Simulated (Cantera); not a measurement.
Feed: 1 mol Si, 2.5 mol HBr, 0.74 mol N2, 1.9 mol Br2, at 877 °C and 20000 Pa.

Method: chemical equilibrium by Gibbs-energy minimisation in Cantera with the NASA 1993 tables (ideal gas, pure condensed phases). Candidate condensed phases: Br2, Si, Si3N4; 28 gas species. The tables' values for SiBr3 are old estimates; treat these amounts as uncertain. The numbers say what is thermodynamically allowed, not how fast it happens.

Base state: HBr 0.555, SiBr4 0.241, N2 0.179, H2 0.0241, Br 0.000336, SiBr3 0.000238, SiHBr3 0.000127, Br2 3.15e-5 (mole fractions); condensed: gas only.

What changes in the equilibrium state with this change: Br2 from 1.9 to 2.1 mol?


| species | before | after |
|---|---|---|
| HBr | 0.555 | 0.574 |
| SiBr4 | 0.241 | 0.229 |
| N2 | 0.179 | 0.170 |
| H2 | 0.0241 | 4.29e-5 |
| Br2 | 3.15e-5 | 0.0189 |
| SiBr2 | 2.11e-5 | 3.35e-8 |
| SiHBr3 | 0.000127 | 2.08e-7 |
